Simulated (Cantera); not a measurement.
# Low-pressure radical oxidation in H2/O2

An isothermal, constant-pressure homogeneous reactor starts with H2 : O2 = 0.32 : 1 (molar parts), equivalence ratio 0.16, at 1450 K and 20.0 Torr.

Cantera simulation using the H2/O2 subset of GRI-Mech 3.0, which has no nitrogen chemistry; the numbers are that mechanism's predictions, not measurements. Radical loss at walls, strong at low pressure, is not modelled. The temperature is held fixed by assumption; the heat of reaction is taken as removed at once.

```tsv
t (s)	x H2	x O2	x HO2	x H2O	x O	x OH
0.000200	0.149	0.703	7.07e-6	0.0651	0.0268	0.0181
0.000385	0.0145	0.609	1.06e-5	0.182	0.100	0.0224
0.000741	0.0138	0.616	1.08e-5	0.188	0.0945	0.0220
0.00143	0.0127	0.628	1.11e-5	0.198	0.0839	0.0213
0.00275	0.0105	0.648	1.16e-5	0.215	0.0663	0.0197
0.00529	0.00708	0.676	1.16e-5	0.238	0.0419	0.0165
0.0102	0.00330	0.702	9.73e-6	0.259	0.0187	0.0114
0.0196	0.00106	0.716	5.79e-6	0.269	0.00590	0.00655
0.0378	0.000293	0.721	2.45e-6	0.273	0.00162	0.00346
0.0728	8.55e-5	0.723	9.27e-7	0.275	0.000472	0.00187
0.140	2.83e-5	0.724	3.95e-7	0.275	0.000156	0.00108
0.270	1.06e-5	0.724	2.29e-7	0.275	5.89e-5	0.000662
0.519	4.60e-6	0.724	1.98e-7	0.276	2.56e-5	0.000436
1.00	2.51e-6	0.724	2.13e-7	0.276	1.40e-5	0.000323
```
x: mole fraction; the columns are a selection and need not sum to one.

Equilibrium at this temperature and pressure: H2 1.89e-6, O2 0.724, HO2 2.28e-7, H2O 0.276, O 1.05e-5, OH 0.000280 (gas phase only).
